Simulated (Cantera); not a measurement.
Input: 1 mol CH3F, 0.41 mol CH4, 0.54 mol H2, equilibrated at 1.13 Torr.

Cantera equilibrium calculation (NASA polynomials, part measured and part estimated; ideal gas, pure solids and liquids). Candidate condensed phases: C, C6H6, C7H8, C8H18; 95 gas species. Equilibrium is a limit: real reactors are often held back by kinetics, nucleation or transport.

Problem. Which condensed phases are stable at each of these points (T (K)): 1598, 1798, 1998, 2198, 2398, 2598, 2798, 2998, 3198, 3398?

Solution. 
```json
[
 {"T (K)": "1598", "condensed phases": "C(graphite)", "C condensed (%)": "100.0"},
 {"T (K)": "1798", "condensed phases": "C(graphite)", "C condensed (%)": "99.9"},
 {"T (K)": "1998", "condensed phases": "C(graphite)", "C condensed (%)": "99.8"},
 {"T (K)": "2198", "condensed phases": "C(graphite)", "C condensed (%)": "99.2"},
 {"T (K)": "2398", "condensed phases": "C(graphite)", "C condensed (%)": "98.1"},
 {"T (K)": "2598", "condensed phases": "C(graphite)", "C condensed (%)": "95.1"},
 {"T (K)": "2798", "condensed phases": "C(graphite)", "C condensed (%)": "68.2"},
 {"T (K)": "2998", "condensed phases": "gas only", "C condensed (%)": "0.0"},
 {"T (K)": "3198", "condensed phases": "gas only", "C condensed (%)": "0.0"},
 {"T (K)": "3398", "condensed phases": "gas only", "C condensed (%)": "0.0"}
]
```

From 1598 K to 2798 K the condensed part is C(graphite). From 2998 K to 3398 K nothing is condensed.
